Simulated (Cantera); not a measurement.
Input: 1 mol CuO, 0.58 mol C, 0.42 mol CO, equilibrated at 1673 K and 11000 Pa.

Cantera equilibrium calculation (NASA polynomials, part measured and part estimated; ideal gas, pure solids and liquids). Candidate condensed phases: C, Cu, CuO, Cu2O; 15 gas species. Kinetics and transport are ignored.

Base state: CO 0.579, CO2 0.420, Cu 0.00101 (mole fractions); condensed: Cu(l).

Task: What changes in the equilibrium state with this change: pressure from 11000 Pa to 97.0 Pa?

Result: 
```json
[
 {"species": "CO", "before": "0.579", "after": "0.513"},
 {"species": "CO2", "before": "0.420", "after": "0.372"},
 {"species": "Cu", "before": "0.00101", "after": "0.115"},
 {"species": "Cu2", "before": "1.07e-6", "after": "0.000121"},
 {"species": "Cu(l), mol", "before": "0.999", "after": "0.870"}
]
```

Task: What changes in the equilibrium state with this change: C from 0.58 to 1.5 mol?

Result: 
```csv
species,before,after
CO,0.579,0.999
Cu,0.00101,0.00101
CO2,0.420,1.87e-5
"Cu(l), mol",0.999,0.999
"C(graphite), mol",0,0.500
```
